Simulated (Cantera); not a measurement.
Input: 1 mol Ti, 0.065 mol O2, 3.9 mol H2, 15 mol H2O, held at 2223.15 K and 180 Torr.

These are equilibrium values from Cantera (NASA tables, ideal gas, pure condensed phases), not measurements of a reactor. Candidate condensed phases: H2O, Ti, TiO, TiO2, Ti2O3, Ti3O5, Ti4O7; 12 gas species. Gases not in the tables: TiO(OH)2. Equilibrium is a limit: real reactors are often held back by kinetics, nucleation or transport.

Base state: H2O 0.689, H2 0.302, H 0.00719, OH 0.00237, O 3.92e-5, O2 3.77e-5, TiO2 2.95e-5 (mole fractions); condensed: TiO2(l).

Question: What changes in the equilibrium state with this change: H2 from 3.9 to 61 mol?

Answer: 
```csv
species,before,after
H2,0.302,0.813
H2O,0.689,0.175
H,0.00719,0.0118
TiO2,2.95e-5,1.68e-5
O2,3.77e-5,3.33e-7
O,3.92e-5,3.68e-6
OH,0.00237,0.000366
"TiO2(l), mol",0.999,0
"Ti4O7(l), mol",0,0.250
```
Condensed phases not in the tables: Magnéli phases beyond Ti4O7.

Question: What changes in the equilibrium state with this change: pressure from 180 Torr to 0.743 Torr?

Answer: 
```
species        before    after
------------  -------  -------
H2O             0.689    0.572
H2              0.302    0.266
H             0.00719    0.105
OH            0.00237   0.0327
TiO2          2.95e-5  0.00715
TiO           3.35e-7  8.62e-5
O             3.92e-5  0.00896
O2            3.77e-5  0.00812
TiO2(l), mol    0.999    0.849
```

Question: What changes in the equilibrium state with this change: pressure from 180 Torr to 0.165 Torr?

Answer: 
```
species         before     after
-------------  -------  --------
H2O              0.689     0.412
H2               0.302     0.237
H              0.00719     0.210
TiO2           2.95e-5    0.0310
O              3.92e-5    0.0326
O2             3.77e-5    0.0238
OH             0.00237    0.0529
TiO            3.35e-7  0.000462
TiO2(l), mol     0.999         0
Ti4O7(l), mol        0    0.0597
```
Condensed phases not in the tables: Magnéli phases beyond Ti4O7.
